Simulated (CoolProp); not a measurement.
A single-stage vapour-compression cycle with R407C: evaporating at 257.15 K (dew point), condensing at 287.15 K (bubble point), superheat 8 K, subcooling 8 K, compressor efficiency 0.9, no pressure losses. Each further row changes one setting.

Values from CoolProp's reference Helmholtz-energy equation of state, Lemmon 2003. It is a pseudo-pure fit of the blend.

| case | cooling COP | pressure ratio | discharge temperature (K) | refrigerating effect (kJ/kg) | volumetric capacity (kJ/m³) |
|---|---|---|---|---|---|
| as stated | 5.73 | 3.46 | 317.0 | 200 | 2110 |
| evaporating temperature 262.15 K | 6.93 | 2.84 | 314.2 | 202 | 2580 |
| condensing temperature 282.15 K | 6.79 | 2.98 | 310.4 | 207 | 2190 |
| subcooling 13 K | 5.94 | 3.46 | 317.0 | 207 | 2190 |
| superheat 18 K | 5.70 | 3.46 | 327.3 | 208 | 2100 |
| compressor efficiency 0.8 | 5.10 | 3.46 | 321.3 | 200 | 2110 |
